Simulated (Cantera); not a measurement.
Cantera run, input and output.

```python
import numpy as np
import cantera as ct

gas = ct.Solution("gri30.yaml")


def delay(T, t_max=10):
    gas.TPX = T, 2700000, {'H2': 1, 'O2': 0.312, 'N2': 1.17}
    reactor = ct.IdealGasConstPressureReactor(gas, clone=False)
    net = ct.ReactorNet([reactor])
    net.rtol, net.atol = 1e-8, 1e-16
    while net.time < t_max:
        t_old, T_old = net.time, reactor.T
        net.step()
        if reactor.T > T + 400:  # ignition: a rise of 400 K
            return t_old + (T + 400 - T_old) / (reactor.T - T_old) * (net.time - t_old)
    return np.nan


taus = []
for T in [975, 1025, 1075, 1125, 1175, 1225, 1275, 1325, 1375]:
    taus.append(delay(T))
    print(f"T0 = {T:6g} K   tau = {taus[-1]:.4e} s")
```

Output:

```
T0 =    975 K   tau = 7.3863e-03 s
T0 =   1025 K   tau = 2.4761e-03 s
T0 =   1075 K   tau = 9.1131e-04 s
T0 =   1125 K   tau = 3.5960e-04 s
T0 =   1175 K   tau = 1.4877e-04 s
T0 =   1225 K   tau = 6.3020e-05 s
T0 =   1275 K   tau = 2.6566e-05 s
T0 =   1325 K   tau = 1.0756e-05 s
T0 =   1375 K   tau = 4.1409e-06 s
```

Detailed kinetics in Cantera: GRI-Mech 3.0 (53 species, 325 reactions). The hydrogen kinetics of GRI-Mech 3.0 are dated; newer H2 mechanisms differ, most at raised pressure. The pressure lies above the range GRI-Mech 3.0 was tuned for (to about 10 atm).
